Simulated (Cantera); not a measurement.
Input: 1 mol SiCl₄, 0.98 mol HCl, 15 mol H₂, held at 0.240 bar.

Equilibrium computed with Cantera from the NASA thermochemical tables; the gas is ideal and each condensed phase is pure. Candidate condensed phases: Si; 19 gas species. The tables' values for SiCl₃ are old estimates; treat these amounts as uncertain. Equilibrium is a limit: real reactors are often held back by kinetics, nucleation or transport.

Task: At 1300 K, list the 5 most abundant gas species with their mole fractions, and the condensed phases.

Result: H₂ 0.841, HCl 0.101, SiCl₄ 0.0269, SiCl₂ 0.0127, SiHCl₃ 0.0102. Condensed: gas only.
